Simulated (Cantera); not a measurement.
# Reactions in the system Ca-Cl-H-O

Cantera with NASA thermochemical tables; ideal gases at 1 bar, condensed phases pure. Values are per mole of reaction as written; species without (g) are pure solids or liquids, kept so even where they would boil at 1 bar.

HCl(g) + CaO → Ca(g) + OH(g) + Cl(g)

```
T (K)  ΔH° (kJ)  ΔS° (J/K)  ΔG° (kJ)  log10 K
-----  --------  ---------  --------  -------
1198     1058.5      269.4     735.8   -32.08
1273     1057.5      268.6     715.6   -29.36
1348     1056.4      267.8     695.5   -26.95
1423     1055.4      267.0     675.4   -24.79
1498     1054.3      266.2     655.4   -22.85
1573     1053.1      265.5     635.5   -21.10
1648     1052.0      264.8     615.6   -19.51
1723     1050.8      264.1     595.8   -18.06
1798     1049.6      263.4     576.0   -16.73
1873     1048.3      262.7     556.3   -15.51
```
